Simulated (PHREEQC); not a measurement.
A solution holds 0.0074 mol/kgw Ag2SO4 and 0.75 mol/kgw NaCl, at 25 °C. Closed to the air; pH follows from the charge balance.

Computed with PHREEQC (ion-association model, wateq4f.dat).

Each row changes one thing in this solution. This is a speciation only: nothing precipitates in the calculation.

| case | pH | ionic strength (mol/kgw) |
|---|---|---|
| as made | 6.97 | 0.781 |
| Ag2SO4 left out | 6.96 | 0.750 |
| NaCl left out | 6.91 | 0.0202 |
| NaCl from 0.75 to 0.15 mol/kgw | 7.02 | 0.161 |
| NaCl replaced by ZnCl2 at the same molality | 4.58 | 1.53 |
| Ag2SO4 replaced by AgF at the same molality | 7.29 | 0.764 |

The ionic strength passes 0.7 mol/kgw, the rough limit of the ion-association models, in as made; Ag2SO4 left out; NaCl replaced by ZnCl2 at the same molality; Ag2SO4 replaced by AgF at the same molality. Some of these states are supersaturated (in Cerargyrite, for instance).
